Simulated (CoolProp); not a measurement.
R1123 along the isobar 6.37 MPa: fugacity coefficient from the reference equation and from simpler models built on Tc = 331.7 K, pc = 4.549 MPa, ω = 0.243; each cubic takes its own stable root.

Model: reference Helmholtz-energy equation of state, Akasaka 2020, in CoolProp.

```csv
T (K),phase,reference,van der Waals,Peng-Robinson
263.6,liquid,0.1317,0.2729,0.1314
271.2,liquid,0.1613,0.3020,0.1610
278.8,liquid,0.1945,0.3320,0.1942
286.4,liquid,0.2312,0.3627,0.2309
294.1,liquid,0.2717,0.3944,0.2713
301.7,liquid,0.3146,0.4261,0.3139
309.3,liquid,0.3601,0.4580,0.3588
316.9,liquid,0.4076,0.4899,0.4054
324.5,liquid,0.4565,0.5216,0.4526
332.2,supercritical,0.5063,0.5531,0.5001
339.8,supercritical,0.5545,0.5833,0.5448
347.4,supercritical,0.5986,0.6122,0.5850
355,supercritical,0.6348,0.6392,0.6185
```
